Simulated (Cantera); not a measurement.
A closed system holds: 1 mol SiH₂Cl₂, 4.9 mol NH₃, 46 mol N₂, held at 0.128 Torr.

These are equilibrium values from Cantera (NASA tables, ideal gas, pure condensed phases), not measurements of a reactor. Candidate condensed phases: NH₄Cl, Si, Si₃N₄; 28 gas species. The numbers say what is thermodynamically allowed, not how fast it happens. All values below are at 1025 K.

Base state: N₂ 0.836, H₂ 0.129, HCl 0.0350 (mole fractions); condensed: Si₃N₄(s).

**Question.** What changes in the equilibrium state with this change: NH₃ from 4.9 to 2.7 mol?

**Answer.** 
```json
[
 {"species": "N₂", "before": "0.836", "after": "0.885"},
 {"species": "H₂", "before": "0.129", "after": "0.0768"},
 {"species": "HCl", "before": "0.0350", "after": "0.0379"},
 {"species": "Si₃N₄(s), mol", "before": "0.333", "after": "0.333"}
]
```
